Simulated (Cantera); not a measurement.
# MgSO4 + H2 (calcination and drying)

Charge: 1 mol MgSO4, a varied amount of H2, at 1777 °C and 0.000150 bar.

These are equilibrium values from Cantera (NASA tables, ideal gas, pure condensed phases), not measurements of a reactor. Candidate condensed phases: H2O, H2SO4, Mg, MgO, Mg(OH)2, MgS, MgSO4, S; 26 gas species. Equilibrium is a limit: real reactors are often held back by kinetics, nucleation or transport.

| n(H2) (mol) | x SO2 | x H2O | x O2 | x H2 | x Mg | x H | x SO | x O | x OH | n MgO(s) |
|---|---|---|---|---|---|---|---|---|---|---|
| 0.25 | 0.546 | 0.113 | 0.216 | 0.00828 | 0.0149 | 0.0168 | 0.0222 | 0.0369 | 0.0251 | 0.973 |
| 0.42 | 0.510 | 0.183 | 0.165 | 0.0153 | 0.0170 | 0.0229 | 0.0237 | 0.0323 | 0.0299 | 0.967 |
| 0.59 | 0.476 | 0.242 | 0.123 | 0.0235 | 0.0197 | 0.0284 | 0.0256 | 0.0279 | 0.0320 | 0.959 |
| 0.77 | 0.442 | 0.295 | 0.0866 | 0.0341 | 0.0235 | 0.0342 | 0.0283 | 0.0234 | 0.0323 | 0.949 |
| 0.94 | 0.409 | 0.333 | 0.0598 | 0.0464 | 0.0283 | 0.0399 | 0.0316 | 0.0194 | 0.0313 | 0.934 |
| 1.1 | 0.378 | 0.358 | 0.0412 | 0.0601 | 0.0342 | 0.0454 | 0.0352 | 0.0161 | 0.0296 | 0.916 |
| 1.3 | 0.340 | 0.377 | 0.0259 | 0.0798 | 0.0431 | 0.0523 | 0.0399 | 0.0128 | 0.0270 | 0.885 |
| 1.5 | 0.305 | 0.384 | 0.0170 | 0.100 | 0.0532 | 0.0587 | 0.0441 | 0.0103 | 0.0245 | 0.846 |
| 1.6 | 0.288 | 0.385 | 0.0141 | 0.111 | 0.0584 | 0.0616 | 0.0458 | 0.00942 | 0.0234 | 0.824 |
| 1.8 | 0.258 | 0.384 | 0.0102 | 0.130 | 0.0687 | 0.0667 | 0.0484 | 0.00801 | 0.0216 | 0.775 |
| 2 | 0.233 | 0.381 | 0.00777 | 0.147 | 0.0786 | 0.0710 | 0.0499 | 0.00700 | 0.0201 | 0.723 |
x: gas mole fraction; n: condensed amount in mol.

From 0.25 mol H2 to 2 mol H2 the condensed part is MgO(s). The main Mg-bearing gas is Mg throughout. The share of Mg in condensed phases is highest at 0.25 mol H2 (97.3 %) and lowest at 2 mol H2 (72.3 %).
